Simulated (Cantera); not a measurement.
**Thermodynamics of boron, boron nitride and boron oxide, feed B₂O₃ + O₂ + H₂**

Input: 1 mol B₂O₃, 0.093 mol O₂, 28 mol H₂, at 47.0 mbar.

Equilibrium computed with Cantera from the NASA thermochemical tables; the gas is ideal and each condensed phase is pure. Candidate condensed phases: B, B₂O₃, B₃O₃H₃, H₂O; 23 gas species. Gases not in the tables: H₃BO₃. Equilibrium is a limit: real reactors are often held back by kinetics, nucleation or transport.

```tsv
T (°C)	x H₂	x HBO₂	x HBO	x B₂O₃	x H₂O	n B₂O₃(l)
1302	0.981	0.0111	0.00332	0.00198	0.00278	0.738
1327	0.976	0.0130	0.00478	0.00312	0.00259	0.655
1352	0.970	0.0154	0.00672	0.00484	0.00248	0.540
1377	0.962	0.0183	0.00920	0.00740	0.00244	0.380
1402	0.951	0.0220	0.0123	0.0112	0.00245	0.159
1427	0.943	0.0244	0.0145	0.0139	0.00259	0
1452	0.942	0.0245	0.0150	0.0135	0.00283	0
1477	0.941	0.0246	0.0155	0.0131	0.00308	0
1502	0.940	0.0247	0.0160	0.0128	0.00334	0
1527	0.939	0.0248	0.0165	0.0125	0.00362	0
1552	0.938	0.0248	0.0170	0.0121	0.00391	0
```
x: gas mole fraction; n: condensed amount in mol.

From 1302 °C to 1402 °C the condensed part is B₂O₃(l). From 1427 °C to 1552 °C nothing is condensed.
